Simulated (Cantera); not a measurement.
Charge: 1 mol SiO₂, 9.5 mol HCl, 21 mol H₂, held at 40.5 Torr.

Method: chemical equilibrium by Gibbs-energy minimisation in Cantera with the NASA 1993 tables (ideal gas, pure condensed phases). Candidate condensed phases: H₂O, Si, SiO₂; 30 gas species. Kinetics and transport are ignored.

Which condensed phases are stable at each of these points (T (°C)): 352, 427, 502, 577, 652, 727, 802?


| T (°C) | condensed phases | Si condensed (%) |
|---|---|---|
| 352 | SiO₂(α-quartz) | 100.0 |
| 427 | SiO₂(α-quartz) | 100.0 |
| 502 | SiO₂(α-quartz) | 100.0 |
| 577 | SiO₂(β-quartz) | 100.0 |
| 652 | SiO₂(β-quartz) | 100.0 |
| 727 | SiO₂(β-quartz) | 100.0 |
| 802 | SiO₂(β-quartz) | 100.0 |

From 352 °C to 502 °C the condensed part is SiO₂(α-quartz). From 577 °C to 802 °C the condensed part is SiO₂(β-quartz).
